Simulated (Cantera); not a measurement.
Mixture: 12.9 % CO, 0.812 % H2, 1.67 % CH4, 17.3 % O2, 67.4 % N2, equivalence ratio 0.59, at 1.50 bar, adiabatic and at constant volume. Ignition delay is the time to a rise of 400 K.

Model: GRI-Mech 3.0 (53 species, 325 reactions), integrated in Cantera.

**Question.** Predict: delay at 1125 K; delay at 1200 K; delay at 1275 K; delay at 1350 K; delay at 1425 K; apparent activation energy between 1275 and 1425 K.

**Answer.** 
```
Quantity                                                Value
--------------------------------------------------  ---------
delay at 1125 K                                      0.913 ms
delay at 1200 K                                      0.446 ms
delay at 1275 K                                      0.254 ms
delay at 1350 K                                      0.162 ms
delay at 1425 K                                      0.113 ms
apparent activation energy between 1275 and 1425 K  81 kJ/mol
```
